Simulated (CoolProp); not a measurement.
A single-stage vapour-compression cycle with the fluid: evaporating at 274.15 K (dew point), condensing at 324.15 K (bubble point), superheat 8 K, subcooling 5 K, compressor efficiency 0.85, no pressure losses. The same conditions are run with several fluids, on thermodynamics alone (safety and materials aside).

Values from CoolProp's reference Helmholtz-energy equation of state of each fluid (isobutene: Lemmon 2005; R1132(E): Akasaka 2024; hydrogen sulfide: Lemmon 2006; R143a: Lemmon and Jacobsen 2000; R21: Platzer 1990; R404A: Lemmon 2003). The equations of Platzer and Polt are older, rougher fits. Blends and air are pseudo-pure fits.

```
fluid             cooling COP  pressure ratio  discharge temperature (K)  refrigerating effect (kJ/kg)  volumetric capacity (kJ/m³)
----------------  -----------  --------------  -------------------------  ----------------------------  ---------------------------
isobutene                3.90               ?                      336.3                           290                          997
R1132(E)                 3.40            3.66                          ?                           173                         4570
hydrogen sulfide         3.60            3.41                          ?                           370                         6390
R143a                    3.31               ?                      342.9                           121                         3250
R21                      4.05            5.52                      368.4                           201                          669
R404A                    3.22            3.81                      341.0                           104                         3120
```

Q: Complete the blanks.

A: 
- isobutene, pressure ratio: 4.56
- R1132(E), discharge temperature (K): 356.1
- hydrogen sulfide, discharge temperature (K): 397.9
- R143a, pressure ratio: 3.69
